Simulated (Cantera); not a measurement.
What does this Cantera script print?

```python
import numpy as np
import cantera as ct

gas_names = """
    H HO2 H2 H2O H2O2 O OH O2 O3 Pb PbO Pb2
""".split()
cond_names = """
    H2O(s) H2O(L) Pb(cr) Pb(L) PbO(rd) PbO(yw) PbO(L) PbO2(s) Pb3O4(s)
""".split()


# ... load() reads the species with a 1 bar reference pressure and builds the phases ...
atoms = {
    'PbO': {'Pb': 1, 'O': 1},
    'H2': {'H': 2},
}
top_T = {'Pb3O4(s)': 820}  # K; cautious upper limits of use, not melting points


# ... equilibrate(T, P, feed) seeds the gas with the atoms and calls Mixture.equilibrate('TP', solver="vcs", rtol=1e-11, max_steps=5000) ...
results = []
feed = {'PbO': 1, 'H2': 0.66}  # mol
T = 600  # K
P = 101325  # Pa
mix = equilibrate(T, P, feed)
results.append((T, P, feed, dict(zip(mix.species_names, mix.species_moles))))
print(gas.report(threshold=0.0001))
for i in range(1, mix.n_phases):
    print(f"{mix.phase(i).name:16s} {mix.phase_moles(i):12.5e} mol")
```

Output:

```
       temperature   600 K
          pressure   1.0133e+05 Pa
           density   0.3659 kg/m^3
  mean mol. weight   18.015 kg/kmol
   phase of matter   gas

                          1 kg             1 kmol
                     ---------------   ---------------
          enthalpy       -1.2841e+07       -2.3132e+08  J
   internal energy       -1.3118e+07       -2.3631e+08  J
           entropy             11820        2.1294e+05  J/K
    Gibbs function       -1.9933e+07       -3.5908e+08  J
 heat capacity c_p            2016.2             36321  J/K
 heat capacity c_v            1554.6             28006  J/K

                      mass frac. Y      mole frac. X     chem. pot. / RT
                     ---------------   ---------------   ---------------
               H2O                 1           0.99998            -71.98
     [  +11 minor]        2.0565e-06        1.8376e-05

H2O(L)            0.00000e+00 mol
Pb(cr)            6.59988e-01 mol
PbO(rd)           3.40012e-01 mol
PbO2(s)           0.00000e+00 mol
Pb3O4(s)          0.00000e+00 mol
```

These are equilibrium values from Cantera (NASA tables, ideal gas, pure condensed phases), not measurements of a reactor.
